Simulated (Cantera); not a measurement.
A Cantera script and what it prints.

```python
import numpy as np
import cantera as ct

gas_names = """
    O2 ZrO2 B2O3 NbO2 CO
""".split()
cond_names = """
    Nb(cr) Nb(L) NbO2(I) NbO2(II) NbO2(III) NbO2(L) Li(cr) Li(L) Li2O(s) Li2O(L) Ti(a) Ti(b) Ti(L)
    Ti4O7(s) Ti4O7(L) Zr(a) Zr(b) Zr(L) B(b) B(L) C(gr)
""".split()


# ... load() reads the species with a 1 bar reference pressure and builds the phases ...
species = {s.name: s for s in load("nasa_gas.yaml", gas_names) + load("nasa_condensed.yaml", cond_names)}
# Each term lists the table entries of one substance; the one whose range holds T is used.
reactions = {
    'Nb + O2(g) = NbO2':
        [(-1, ['Nb(cr)', 'Nb(L)']), (-1, ['O2']), (1, ['NbO2(I)', 'NbO2(II)', 'NbO2(III)', 'NbO2(L)'])],
    '4 Li + O2(g) = 2 Li2O':
        [(-4, ['Li(cr)', 'Li(L)']), (-1, ['O2']), (2, ['Li2O(s)', 'Li2O(L)'])],
    '1.143 Ti + O2(g) = 0.2857 Ti4O7':
        [(-1.1428571428571428, ['Ti(a)', 'Ti(b)', 'Ti(L)']), (-1, ['O2']), (0.2857142857142857, ['Ti4O7(s)', 'Ti4O7(L)'])],
    'Zr + O2(g) = ZrO2(g)':
        [(-1, ['Zr(a)', 'Zr(b)', 'Zr(L)']), (-1, ['O2']), (1, ['ZrO2'])],
    '1.333 B + O2(g) = 0.6667 B2O3(g)':
        [(-1.3333333333333333, ['B(b)', 'B(L)']), (-1, ['O2']), (0.6666666666666666, ['B2O3'])],
    'Nb + O2(g) = NbO2(g)':
        [(-1, ['Nb(cr)', 'Nb(L)']), (-1, ['O2']), (1, ['NbO2'])],
    '2 C + O2(g) = 2 CO(g)':
        [(-2, ['C(gr)']), (-1, ['O2']), (2, ['CO'])],
}


def pick(names, T):
    return next(species[n] for n in names if species[n].thermo.min_temp <= T <= species[n].thermo.max_temp)


results = []
for label, terms in reactions.items():
    print(label)
    print("     T/K   dH/kJ  dS/(J/K)   dG/kJ   log10 K")
    for T in [300, 773, 848, 923, 998, 1073]:
        used = [(nu, pick(names, T)) for nu, names in terms]
        dH = sum(nu * s.thermo.h(T) for nu, s in used) / 1e6
        dS = sum(nu * s.thermo.s(T) for nu, s in used) / 1e3
        dG = dH - T * dS / 1e3
        logK = -dG * 1e6 / (ct.gas_constant * T * np.log(10))
        results.append((label, T, dH, dS, dG, logK, [s.name for _, s in used]))
        print(f"{T:8g} {dH:8.1f} {dS:8.1f} {dG:8.1f} {logK:8.2f}")
```

Result:

```
Nb + O2(g) = NbO2
     T/K   dH/kJ  dS/(J/K)   dG/kJ   log10 K
     300   -794.9   -187.1   -738.8   128.64
     773   -789.5   -177.1   -652.6    44.10
     848   -788.1   -175.4   -639.4    39.38
     923   -786.5   -173.6   -626.3    35.44
     998   -784.7   -171.7   -613.3    32.10
    1073   -782.8   -169.9   -600.5    29.23
4 Li + O2(g) = 2 Li2O
     T/K   dH/kJ  dS/(J/K)   dG/kJ   log10 K
     300  -1197.4   -245.9  -1123.7   195.64
     773  -1212.4   -280.3   -995.7    67.28
     848  -1211.5   -279.2   -974.7    60.04
     923  -1210.3   -277.9   -953.9    53.98
     998  -1208.8   -276.3   -933.1    48.84
    1073  -1206.3   -274.7   -911.6    44.38
1.143 Ti + O2(g) = 0.2857 Ti4O7
     T/K   dH/kJ  dS/(J/K)   dG/kJ   log10 K
     300   -972.7   -183.5   -917.7   159.78
     773   -967.7   -174.2   -833.0    56.29
     848   -966.7   -173.0   -820.0    50.51
     923   -965.7   -171.9   -807.1    45.67
     998   -964.8   -170.9   -794.2    41.57
    1073   -964.0   -170.1   -781.5    38.04
Zr + O2(g) = ZrO2(g)
     T/K   dH/kJ  dS/(J/K)   dG/kJ   log10 K
     300   -286.2     29.7   -295.1    51.38
     773   -289.3     23.4   -307.4    20.77
     848   -289.8     22.7   -309.1    19.04
     923   -290.5     22.0   -310.8    17.59
     998   -291.2     21.3   -312.4    16.35
    1073   -291.9     20.6   -314.0    15.28
1.333 B + O2(g) = 0.6667 B2O3(g)
     T/K   dH/kJ  dS/(J/K)   dG/kJ   log10 K
     300   -557.3    -23.7   -550.2    95.80
     773   -558.5    -25.7   -538.6    36.39
     848   -558.8    -26.1   -536.6    33.06
     923   -559.1    -26.4   -534.7    30.26
     998   -559.4    -26.8   -532.7    27.88
    1073   -559.7    -27.1   -530.7    25.83
Nb + O2(g) = NbO2(g)
     T/K   dH/kJ  dS/(J/K)   dG/kJ   log10 K
     300   -200.0     31.2   -209.4    36.46
     773   -203.3     24.3   -222.1    15.01
     848   -203.8     23.7   -223.9    13.79
     923   -204.3     23.1   -225.7    12.77
     998   -204.9     22.5   -227.4    11.90
    1073   -205.4     22.0   -229.1    11.15
2 C + O2(g) = 2 CO(g)
     T/K   dH/kJ  dS/(J/K)   dG/kJ   log10 K
     300   -221.0    178.8   -274.7    47.82
     773   -221.6    179.3   -360.2    24.34
     848   -222.3    178.4   -373.6    23.01
     923   -223.1    177.5   -386.9    21.90
     998   -223.9    176.6   -400.2    20.95
    1073   -224.8    175.8   -413.4    20.13
```

Source: NASA polynomial tables (part measured, part estimated), evaluated in Cantera. Condensed species are held in their standard states even where they would react or evaporate.
